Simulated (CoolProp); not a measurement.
Vapour-liquid equilibrium of n-hexane (1) + m-xylene (2) at 458 K; x and y are mole fractions of (1).

Computed with CoolProp (multi-fluid Helmholtz-energy mixture model, Thol 2019 and Zhou 2012; pair parameters Bell 2016).

| x | bubble pressure, mixture model (kPa) | bubble pressure, Raoult's law (kPa) | y, mixture model | y, Raoult's law |
|---|---|---|---|---|
| 0.05 | 353.1 | 356.4 | 0.176 | 0.198 |
| 0.2 | 527.4 | 523.1 | 0.510 | 0.540 |
| 0.35 | 708.9 | 689.9 | 0.683 | 0.717 |
| 0.5 | 881.1 | 856.6 | 0.786 | 0.824 |
| 0.65 | 1040 | 1023 | 0.857 | 0.897 |
| 0.8 | 1194 | 1190 | 0.916 | 0.949 |
| 0.95 | 1355 | 1357 | 0.977 | 0.989 |

The largest gap from Raoult's law is +2.9 % in bubble pressure, at x = 0.5. No azeotrope shows between x = 0.05 and 0.95.

Pair parameters are fitted to limited data, so mixtures are less certain than the pure fluids. The gap from Raoult's law changes sign with composition, which may be real or a fault of the pair parameters; it wasn't checked against measurements.
